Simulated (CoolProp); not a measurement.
Vapour-liquid equilibrium of R22 (1) + benzene (2) at 54.15 °C; x and y are mole fractions of (1).

The numbers come from the multi-fluid Helmholtz-energy mixture model, Kamei 1995 and Thol 2012; pair parameters Bell 2016 in CoolProp.

Problem. Give the bubble pressure and the first vapour's composition at x = 0.35, 0.65, 0.85. Is there an azeotrope?

Solution. x = 0.35: 0.7133 MPa, y = 0.948; x = 0.65: 1.285 MPa, y = 0.979; x = 0.85: 1.733 MPa, y = 0.991. No azeotrope shows between x = 0.05 and 0.95.

The pair parameters rest on a limited set of measurements; away from them the model extrapolates. The gap from Raoult's law changes sign with composition, which may be real or a fault of the pair parameters; it wasn't checked against measurements.
